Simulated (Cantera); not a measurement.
Cantera run:

```python
import numpy as np
import cantera as ct

gas_names = [...]  # 113 gases of nasa_gas.yaml made of C, F, H, Si
cond_names = """
    C(gr) C6H6(L) C7H8(L) C8H18(L),n-octa Si(cr) Si(L) SiC(b)
""".split()


# ... load() reads the species with a 1 bar reference pressure and builds the phases ...
atoms = {
    'c-C4F8': {'C': 4, 'F': 8},
    'CH4': {'C': 1, 'H': 4},
    'Si': {'Si': 1},
}
top_T = {'C(gr)': 4500, 'SiC(b)': 3050}  # K; cautious upper limits of use, not melting points


# ... equilibrate(T, P, feed) seeds the gas with the atoms and calls Mixture.equilibrate('TP', solver="vcs", rtol=1e-11, max_steps=5000) ...
results = []
feed = {'c-C4F8': 1, 'CH4': 0.13, 'Si': 0.042}  # mol
T = 600  # K
P = 133.322  # Pa
mix = equilibrate(T, P, feed)
results.append((T, P, feed, dict(zip(mix.species_names, mix.species_moles))))
print(gas.report(threshold=1e-05))
for i in range(1, mix.n_phases):
    print(f"{mix.phase(i).name:16s} {mix.phase_moles(i):12.5e} mol")
```

It prints:

```
       temperature   600 K
          pressure   133.32 Pa
           density   0.0019641 kg/m^3
  mean mol. weight   73.492 kg/kmol
   phase of matter   gas

                          1 kg             1 kmol
                     ---------------   ---------------
          enthalpy       -1.0634e+07       -7.8151e+08  J
   internal energy       -1.0702e+07        -7.865e+08  J
           entropy            4735.6        3.4803e+05  J/K
    Gibbs function       -1.3475e+07       -9.9033e+08  J
 heat capacity c_p            1013.1             74452  J/K
 heat capacity c_v            899.92             66138  J/K

                      mass frac. Y      mole frac. X     chem. pot. / RT
                     ---------------   ---------------   ---------------
               CF4           0.91588           0.76485           -227.04
                HF          0.059229           0.21757           -84.368
              SiF4          0.024887          0.017573           -370.32
     [ +110 minor]        1.6237e-08        2.8474e-08

C(gr)             2.30200e+00 mol
Si(cr)            0.00000e+00 mol
SiC(b)            0.00000e+00 mol
```

These are equilibrium values from Cantera (NASA tables, ideal gas, pure condensed phases), not measurements of a reactor. The feed counts by its element totals alone. Condensed phases not in the tables: fluorocarbon polymer. Gases not in the tables: C2F6 and larger saturated fluorocarbons.
